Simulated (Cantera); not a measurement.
Ignition delay

Mixture: 5.45 % CH4, 19.8 % O2, 74.7 % N2, equivalence ratio 0.55, at 1.00 bar, adiabatic and at constant volume. Ignition delay is the time to a rise of 400 K.

Computed with Cantera and GRI-Mech 3.0 (53 species, 325 reactions).

| T0 (K) | delay (ms) |
|---|---|
| 1300 | 8.35 |
| 1400 | 2.54 |
| 1500 | 0.920 |
| 1600 | 0.394 |
| 1700 | 0.193 |
| 1800 | 0.104 |
| 1900 | 0.0601 |
| 2000 | 0.0370 |
| 2100 | 0.0239 |
| 2200 | 0.0161 |

| Property | Value |
|---|---|
| apparent activation energy between 2000 and 2200 K | 150 kJ/mol |
